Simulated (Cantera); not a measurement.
A closed system holds: 1 mol CH₃Cl, a varied amount of F₂, 3.1 mol H₂, at 3150 K and 1.40 mbar.

Cantera equilibrium calculation (NASA polynomials, part measured and part estimated; ideal gas, pure solids and liquids). Candidate condensed phases: C, C₆H₆, C₇H₈, C₈H₁₈; 118 gas species. Rates play no part.

x: gas mole fraction; nothing condenses.

| n(F₂) (mol) | x H | x Cl | x HF | x F | x C | x H₂ | x C₃ |
|---|---|---|---|---|---|---|---|
| 0.039 | 0.826 | 0.0916 | 0.00513 | 0.00214 | 0.0344 | 0.0159 | 0.0149 |
| 0.058 | 0.822 | 0.0915 | 0.00761 | 0.00318 | 0.0344 | 0.0158 | 0.0148 |
| 0.086 | 0.818 | 0.0913 | ___ | ___ | 0.0343 | 0.0156 | 0.0148 |
| 0.13 | 0.810 | 0.0911 | 0.0169 | 0.00717 | 0.0343 | 0.0153 | 0.0147 |
| 0.19 | 0.800 | 0.0908 | 0.0245 | 0.0105 | 0.0342 | 0.0149 | 0.0146 |
| 0.29 | 0.783 | 0.0902 | 0.0369 | 0.0162 | 0.0341 | 0.0143 | 0.0144 |
| 0.43 | 0.760 | 0.0895 | ___ | ___ | 0.0339 | 0.0135 | 0.0142 |
| 0.64 | 0.727 | 0.0883 | 0.0777 | 0.0367 | 0.0336 | 0.0123 | 0.0138 |

Question: Some entries are withheld; supply them.

Answer: 
- 0.43, x HF: 0.0538
- 0.43, x F: 0.0243
- 0.086, x HF: 0.0112
- 0.086, x F: 0.00473
